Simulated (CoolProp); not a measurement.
The fluid at 298.15 K and 2.12 MPa expands adiabatically to 0.445 MPa with isentropic efficiency 0.85. The same conditions are run with several fluids, on thermodynamics alone (safety and materials aside).

Computed with CoolProp (reference Helmholtz-energy equation of state of each fluid (CH3F (R41): Lemmon 2006; nitrous oxide: Lemmon 2006; dry air: Lemmon 2000; R13: Platzer 1990; methane: Setzmann 1991)). The equations of Platzer and Polt are older, rougher fits. Blends and air are pseudo-pure fits.

Rank CH3F (R41), nitrous oxide, dry air, R13, methane by work (kJ/kg), highest first.

methane (165), dry air (90.4), CH3F (R41) (67.9), nitrous oxide (56.0), R13 (23.3)

```csv
fluid,final temperature (K),final phase,final density (kg/m³)
CH3F (R41),226.5,"two-phase, vapour fraction 0.956",9.41
nitrous oxide,215.2,gas,11.8
dry air,205.3,gas,7.62
R13,237.7,gas,25.9
methane,215.5,gas,4.08
```
